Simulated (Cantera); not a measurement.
Input: 1 mol Ti, 12 mol H2O, 1.2 mol H2, equilibrated at 2175 K and 10.0 Pa.

Method: chemical equilibrium by Gibbs-energy minimisation in Cantera with the NASA 1993 tables (ideal gas, pure condensed phases). Candidate condensed phases: H2O, Ti, TiO, TiO2, Ti2O3, Ti3O5, Ti4O7; 12 gas species. The numbers say what is thermodynamically allowed, not how fast it happens.

Base state: H2O 0.397, H 0.223, H2 0.209, OH 0.0570, O 0.0427, TiO2 0.0373, O2 0.0343, TiO 0.000447 (mole fractions); condensed: TiO2(l).

Q: What changes in the equilibrium state with this change: Ti replaced by TiCl4?

A: 
```tsv
species	before	after
H2O	0.397	0.300
H	0.223	0.190
H2	0.209	0.151
HCl	0	0.0982
Cl	0	0.0900
OH	0.0570	0.0507
O2	0.0343	0.0375
O	0.0427	0.0446
TiO2	0.0373	0.0373
TiO	0.000447	0.000428
TiO2(l), mol	0.331	0.197
```
Further candidate phases: TiCl2, TiCl3, TiCl4.

Q: What changes in the equilibrium state with this change: pressure from 10.0 Pa to 0.120 bar?

A: 
```csv
species,before,after
H2O,0.397,0.751
H2,0.209,0.239
H,0.223,0.00690
OH,0.0570,0.00290
TiO2,0.0373,3.11e-5
O,0.0427,5.86e-5
O2,0.0343,7.77e-5
TiO,0.000447,2.26e-7
"TiO2(l), mol",0.331,1.000
```
Gases not in the tables: TiO(OH)2.
